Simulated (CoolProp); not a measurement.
The fluid at 298.15 K and 0.108 MPa is compressed adiabatically to 0.227 MPa with isentropic efficiency 0.9. The same conditions are run with several fluids, on thermodynamics alone (safety and materials aside).

Values from CoolProp's reference Helmholtz-energy equation of state of each fluid (R404A: Lemmon 2003; ethylene: Smukala 2000; vinyl chloride: Thol 2022; R134a: Tillner-Roth 1994; R124: de Vries 1995). Blends and air are pseudo-pure fits.

```tsv
fluid	work (kJ/kg)	final temperature (K)	final density (kg/m³)
R404A	21.3	323.4	8.48
ethylene	77.7	347.0	2.22
vinyl chloride	33.9	337.6	5.20
R134a	20.2	323.4	8.92
R124	14.9	320.1	12.2
```
